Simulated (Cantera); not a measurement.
A Cantera script and what it prints.

```python
import numpy as np
import cantera as ct

gas_names = [...]  # 151 gases of nasa_gas.yaml made of C, H, N, O, Si
cond_names = """
    C(gr) C6H6(L) C7H8(L) C8H18(L),n-octa H2O(s) H2O(L) Si(cr) Si(L) SiC(b) SiO2(Lqz) SiO2(hqz) SiO2(L)
    Si2N2O(s) Si3N4(a)
""".split()


# ... load() reads the species with a 1 bar reference pressure and builds the phases ...
atoms = {
    'TEOS': {'Si': 1, 'C': 8, 'H': 20, 'O': 4},
    'H2O': {'H': 2, 'O': 1},
    'N2': {'N': 2},
}
top_T = {'C(gr)': 4500, 'SiC(b)': 3050, 'Si2N2O(s)': 2100, 'Si3N4(a)': 2400}  # K; cautious upper limits of use, not melting points


# ... equilibrate(T, P, feed) seeds the gas with the atoms and calls Mixture.equilibrate('TP', solver="vcs", rtol=1e-11, max_steps=5000) ...
results = []
T = 1550  # K
P = 12000  # Pa
for m in [1, 3.1, 5.1, 7.1, 9.1, 11, 13]:
    feed = {'TEOS': 1, 'H2O': m, 'N2': 150}  # mol
    mix = equilibrate(T, P, feed)
    results.append((T, P, feed, dict(zip(mix.species_names, mix.species_moles))))
    x = sorted(zip(gas.X, gas.species_names), reverse=True)
    print(f"T = {T:g} K  P = {P:g} Pa  n(H2O) = {m:g} mol  gas = {mix.phase_moles(0):.4g} mol")
    print("   x: " + "  ".join(f"{s} {v:.3e}" for v, s in x if v > 1e-05))
    print("   condensed (mol): " + ("  ".join(f"{mix.phase(i).name} {mix.phase_moles(i):.4g}"
          for i in range(1, mix.n_phases) if mix.phase_moles(i) > 1e-12) or "none"))
```

It prints:

```
T = 1550 K  P = 12000 Pa  n(H2O) = 1 mol  gas = 165 mol
   x: N2 9.059e-01  H2 6.646e-02  CO 2.726e-02  HCN 3.649e-04  H 2.344e-05  SiO 1.400e-05
   condensed (mol): C(gr) 3.439  Si2N2O(s) 0.4988
T = 1550 K  P = 12000 Pa  n(H2O) = 3.1 mol  gas = 169.2 mol
   x: N2 8.834e-01  H2 7.721e-02  CO 3.900e-02  HCN 3.883e-04  H 2.526e-05  SiO 1.696e-05
   condensed (mol): C(gr) 1.334  Si2N2O(s) 0.4986
T = 1550 K  P = 12000 Pa  n(H2O) = 5.1 mol  gas = 172.8 mol
   x: N2 8.662e-01  H2 8.732e-02  CO 4.627e-02  SiO 1.441e-04  H2O 3.504e-05  H 2.687e-05
   condensed (mol): SiO2(hqz) 0.3877  Si2N2O(s) 0.2937
T = 1550 K  P = 12000 Pa  n(H2O) = 7.1 mol  gas = 175.1 mol
   x: N2 8.566e-01  H2 9.229e-02  CO 4.476e-02  H2O 5.354e-03  CO2 9.285e-04  H 2.762e-05
   condensed (mol): SiO2(hqz) 0.9998
T = 1550 K  P = 12000 Pa  n(H2O) = 9.1 mol  gas = 177.1 mol
   x: N2 8.470e-01  H2 9.280e-02  CO 4.270e-02  H2O 1.503e-02  CO2 2.473e-03  H 2.770e-05
   condensed (mol): SiO2(hqz) 0.9999
T = 1550 K  P = 12000 Pa  n(H2O) = 11 mol  gas = 179 mol
   x: N2 8.380e-01  H2 9.316e-02  CO 4.090e-02  H2O 2.414e-02  CO2 3.790e-03  H 2.775e-05
   condensed (mol): SiO2(hqz) 1
T = 1550 K  P = 12000 Pa  n(H2O) = 13 mol  gas = 181 mol
   x: N2 8.287e-01  H2 9.342e-02  CO 3.916e-02  H2O 3.363e-02  CO2 5.040e-03  H 2.779e-05
   condensed (mol): SiO2(hqz) 1
```

These are equilibrium values from Cantera (NASA tables, ideal gas, pure condensed phases), not measurements of a reactor. The feed counts by its element totals alone. Mutual solubility and eutectic melting of coexisting phases are not modelled. The tables hold silica as quartz up to 1696 K and as liquid above; real silica turns to tridymite and cristobalite and melts near 1996 K.
